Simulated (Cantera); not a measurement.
A closed system holds: 1 mol Al, 8.1 mol HCl, 30 mol H2, 4.8 mol N2, equilibrated at 748 K and 1000 Pa.

These are equilibrium values from Cantera (NASA tables, ideal gas, pure condensed phases), not measurements of a reactor. Candidate condensed phases: Al, AlCl3, AlN, NH4Cl; 20 gas species. Kinetics and transport are ignored.

Base state: H2 0.743, HCl 0.120, N2 0.113, AlCl3 0.0235, Al2Cl6 6.36e-5, NH3 1.13e-5 (mole fractions); condensed: gas only.

Problem. What changes in the equilibrium state with this change: temperature from 748 K to 2075 K?

Solution. 
```
species  before     after
-------  ------  --------
H2        0.743     0.686
HCl       0.120     0.156
N2        0.113     0.109
AlCl3    0.0235  0.000129
H         <1e-9    0.0221
AlCl      <1e-9    0.0213
Cl        <1e-9   0.00371
AlCl2     <1e-9   0.00128
```
The tables' values for AlCl2 are old estimates; treat these amounts as uncertain.

Problem. What changes in the equilibrium state with this change: temperature from 748 K to 1575 K?

Solution. 
| species | before | after |
|---|---|---|
| H2 | 0.743 | 0.728 |
| HCl | 0.120 | 0.136 |
| N2 | 0.113 | 0.112 |
| AlCl3 | 0.0235 | 0.0130 |
| AlCl | <1e-9 | 0.00660 |
| AlCl2 | <1e-9 | 0.00380 |
| H | <1e-9 | 0.000355 |
| Cl | <1e-9 | 5.27e-5 |
| Al2Cl6 | 6.36e-5 | 1.28e-9 |
The tables' values for AlCl2 are old estimates; treat these amounts as uncertain.
